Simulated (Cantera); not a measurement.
A perfectly stirred reactor is fed with 1.78 % CH₄, 0.677 % H₂, 8.87 % O₂, 88.7 % N₂, equivalence ratio 0.44, at 0.590 bar; it is adiabatic with a 675 K inlet, and is followed from long to short residence time, starting on the burning branch (τ in s: 0.12, 0.063, 0.032, 0.017, 0.0085, 0.0044, 0.0022, 0.0011, 0.00059, 0.0003, 0.00015, 7.9e-05, 4.1e-05).

Model: GRI-Mech 3.0 (53 species, 325 reactions), integrated in Cantera.

Question: Predict: blow-out, bracketed by the residence times tried; x(CH₄) at τ = 0.120 s; x(H₂) at τ = 0.120 s; x(O₂) at τ = 0.120 s; x(H) at τ = 0.120 s; x(CO) at τ = 0.120 s; x(CH₄) at τ = 2.20 ms; x(H₂) at τ = 2.20 ms; x(O₂) at τ = 2.20 ms.

Answer: 
- blow-out, bracketed by the residence times tried = burning at 63.0 ms, out at 32.0 ms
- x(CH₄) at τ = 0.120 s = 0.000180
- x(H₂) at τ = 0.120 s = 0.000192
- x(O₂) at τ = 0.120 s = 0.0510
- x(H) at τ = 0.120 s = 8.39e-6
- x(CO) at τ = 0.120 s = 0.00140
- x(CH₄) at τ = 2.20 ms = 0.0178
- x(H₂) at τ = 2.20 ms = 0.00677
- x(O₂) at τ = 2.20 ms = 0.0887
